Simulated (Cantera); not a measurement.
# Equilibrium for silicon nitride deposition: trisilylamine + NH3 + H2

A closed system holds: 1 mol trisilylamine, 4.9 mol NH3, 13 mol H2, held at 65.0 Pa.

Equilibrium computed with Cantera from the NASA thermochemical tables; the gas is ideal and each condensed phase is pure. Candidate condensed phases: Si, Si3N4; 18 gas species. The feed counts by its element totals alone. Mutual solubility and eutectic melting of coexisting phases are not modelled. The tables' values for SiN are old estimates; treat these amounts as uncertain. Gases not in the tables: Si2H6 and higher silanes. Rates play no part.

From 427 °C to 1127 °C the condensed part is Si3N4(s). At 1227 °C the condensed part is Si(s) + Si3N4(s). At 1327 °C the condensed part is Si(s). From 1427 °C to 1527 °C the condensed part is Si(l).

| T (°C) | x H2 | x N2 | x H | x Si | x SiH | n Si3N4(s) | n Si(s) | n Si(l) |
|---|---|---|---|---|---|---|---|---|
| 427 | 0.963 | 0.0368 | <1e-12 | <1e-12 | <1e-12 | 1.00 | 0 | 0 |
| 527 | 0.963 | 0.0368 | 1.12e-10 | <1e-12 | <1e-12 | 1.00 | 0 | 0 |
| 627 | 0.963 | 0.0368 | 4.50e-9 | <1e-12 | <1e-12 | 1.00 | 0 | 0 |
| 727 | 0.963 | 0.0368 | 8.74e-8 | <1e-12 | <1e-12 | 1.00 | 0 | 0 |
| 827 | 0.963 | 0.0368 | 9.95e-7 | <1e-12 | <1e-12 | 1.00 | 0 | 0 |
| 927 | 0.963 | 0.0368 | 7.60e-6 | 2.40e-11 | 9.00e-12 | 1.00 | 0 | 0 |
| 1027 | 0.963 | 0.0368 | 4.26e-5 | 5.04e-9 | 1.05e-9 | 1.00 | 0 | 0 |
| 1127 | 0.963 | 0.0368 | 0.000187 | 4.89e-7 | 6.10e-8 | 1.000 | 0 | 0 |
| 1227 | 0.926 | 0.0729 | 0.000665 | 1.62e-5 | 1.27e-6 | 0.497 | 1.51 | 0 |
| 1327 | 0.892 | 0.106 | 0.00201 | 0.000150 | 7.87e-6 | 0 | 3.00 | 0 |
| 1427 | 0.888 | 0.106 | 0.00545 | 0.00104 | 3.88e-5 | 0 | 0 | 2.97 |
| 1527 | 0.877 | 0.105 | 0.0132 | 0.00489 | 0.000133 | 0 | 0 | 2.85 |
x: gas mole fraction; n: condensed amount in mol.
